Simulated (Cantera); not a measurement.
Charge: 1 mol SiH2Cl2, 0.32 mol O2, 25 mol N2, held at 927 °C and 0.440 bar.

Method: chemical equilibrium by Gibbs-energy minimisation in Cantera with the NASA 1993 tables (ideal gas, pure condensed phases). Candidate condensed phases: H2O, NH4Cl, Si, SiO2, Si2N2O, Si3N4; 47 gas species. N2 is the only nitrogen source here; it is nearly inert below about 1500 K, so the nitride shown seldom forms there in practice. Mutual solubility and eutectic melting of coexisting phases are not modelled. The tables hold silica as quartz up to 1696 K and as liquid above; real silica turns to tridymite and cristobalite and melts near 1996 K. Kinetics and transport are ignored.

Base state: N2 0.926, HCl 0.0701, H2 0.00265, SiCl4 0.00132 (mole fractions); condensed: SiO2(β-quartz) + Si2N2O(s).

What changes in the equilibrium state with this change: SiH2Cl2 replaced by SiH4?


```
species               before    after
-------------------  -------  -------
N2                     0.926    0.925
H2                   0.00265   0.0753
H2O                  6.74e-7  1.92e-5
HCl                   0.0701        0
SiCl4                0.00132        0
SiO2(β-quartz), mol    0.105   0.0930
Si2N2O(s), mol         0.430    0.454
```

What changes in the equilibrium state with this change: temperature from 927 °C to 1475 °C?


| species | before | after |
|---|---|---|
| N2 | 0.926 | 0.924 |
| HCl | 0.0701 | 0.0627 |
| H2 | 0.00265 | 0.00611 |
| SiCl2 | 2.27e-7 | 0.00313 |
| SiO | <1e-9 | 0.00199 |
| H | 1.53e-8 | 2.70e-5 |
| Cl | 3.51e-7 | 0.000213 |
| SiO2(β-quartz), mol | 0.105 | 0 |
| Si2N2O(s), mol | 0.430 | 0.349 |
| SiO2(condensed), mol | 0 | 0.119 |
The tables' values for SiCl3 are old estimates; treat these amounts as uncertain.
